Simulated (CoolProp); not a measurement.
Propyne along the isotherm 99.45 °C: fugacity coefficient from the reference equation and from simpler models built on Tc = 129.6 °C, pc = 5.658 MPa, ω = 0.204; each cubic takes its own stable root.

Values from CoolProp's reference Helmholtz-energy equation of state, Polt 1992. This equation is an older, rougher fit; its heat capacities, sound speeds and derivatives of the liquid may be far off and weren't checked against measurements.

```json
[
 {"p (MPa)": "1.99", "phase": "gas", "reference": "0.8451"},
 {"p (MPa)": "3.98", "phase": "liquid", "reference": "0.6263"},
 {"p (MPa)": "5.96", "phase": "liquid", "reference": "0.4414"},
 {"p (MPa)": "7.95", "phase": "liquid", "reference": "0.3488"},
 {"p (MPa)": "9.94", "phase": "liquid", "reference": "0.2937"},
 {"p (MPa)": "11.9", "phase": "liquid", "reference": "0.2579"},
 {"p (MPa)": "13.9", "phase": "liquid", "reference": "0.2322"},
 {"p (MPa)": "15.9", "phase": "liquid", "reference": "0.2133"},
 {"p (MPa)": "17.9", "phase": "liquid", "reference": "0.1990"},
 {"p (MPa)": "19.9", "phase": "liquid", "reference": "0.1879"},
 {"p (MPa)": "21.9", "phase": "liquid", "reference": "0.1791"},
 {"p (MPa)": "23.9", "phase": "liquid", "reference": "0.1721"},
 {"p (MPa)": "25.8", "phase": "liquid", "reference": "0.1668"},
 {"p (MPa)": "27.8", "phase": "liquid", "reference": "0.1622"},
 {"p (MPa)": "29.8", "phase": "liquid", "reference": "0.1586"},
 {"p (MPa)": "31.8", "phase": "liquid", "reference": "0.1556"}
]
```

**Question.** How far does each simpler model (van der Waals, Soave-Redlich-Kwong) lie from the reference over these 16 states: mean and median of the absolute difference, and the worst?

**Answer.** 
- van der Waals: mean 41.4 %, median 42.7 %, worst +66.1 % at 99.45 °C and 31.8 MPa
- Soave-Redlich-Kwong: mean 6.3 %, median 6.8 %, worst +9.8 % at 99.45 °C and 31.8 MPa

At some of these states van der Waals gives the other phase, because its saturation line lies elsewhere.
